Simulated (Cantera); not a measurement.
What does this Cantera script print?

```python
import numpy as np
import cantera as ct

gas_names = """
    O2 Br2
""".split()
cond_names = """
    MgBr2(s) MgBr2(L) MgO(s) MgO(L)
""".split()


# ... load() reads the species with a 1 bar reference pressure and builds the phases ...
species = {s.name: s for s in load("nasa_gas.yaml", gas_names) + load("nasa_condensed.yaml", cond_names)}
# Each term lists the table entries of one substance; the one whose range holds T is used.
reactions = {
    'O2(g) + 2 MgBr2 = 2 MgO + 2 Br2(g)':
        [(-1, ['O2']), (-2, ['MgBr2(s)', 'MgBr2(L)']), (2, ['MgO(s)', 'MgO(L)']), (2, ['Br2'])],
}


def pick(names, T):
    return next(species[n] for n in names if species[n].thermo.min_temp <= T <= species[n].thermo.max_temp)


results = []
for label, terms in reactions.items():
    print(label)
    print("     T/K   dH/kJ  dS/(J/K)   dG/kJ   log10 K")
    for T in [300, 773, 798, 823, 848, 873, 898, 923, 948, 973, 998, 1023]:
        used = [(nu, pick(names, T)) for nu, names in terms]
        dH = sum(nu * s.thermo.h(T) for nu, s in used) / 1e6
        dS = sum(nu * s.thermo.s(T) for nu, s in used) / 1e3
        dG = dH - T * dS / 1e3
        logK = -dG * 1e6 / (ct.gas_constant * T * np.log(10))
        results.append((label, T, dH, dS, dG, logK, [s.name for _, s in used]))
        print(f"{T:8g} {dH:8.1f} {dS:8.1f} {dG:8.1f} {logK:8.2f}")
```

Result:

```
O2(g) + 2 MgBr2 = 2 MgO + 2 Br2(g)
     T/K   dH/kJ  dS/(J/K)   dG/kJ   log10 K
     300    -92.2    105.2   -123.8    21.55
     773   -104.6     80.3   -166.6    11.26
     798   -105.3     79.4   -168.6    11.04
     823   -106.0     78.5   -170.6    10.83
     848   -106.7     77.6   -172.6    10.63
     873   -107.5     76.8   -174.5    10.44
     898   -108.2     75.9   -176.4    10.26
     923   -109.0     75.1   -178.3    10.09
     948   -109.8     74.3   -180.2     9.93
     973   -110.6     73.4   -182.0     9.77
     998   -190.5     -7.8   -182.7     9.56
    1023   -192.2     -9.5   -182.5     9.32
```

Source: NASA polynomial tables (part measured, part estimated), evaluated in Cantera. Condensed species are held in their standard states even where they would react or evaporate.
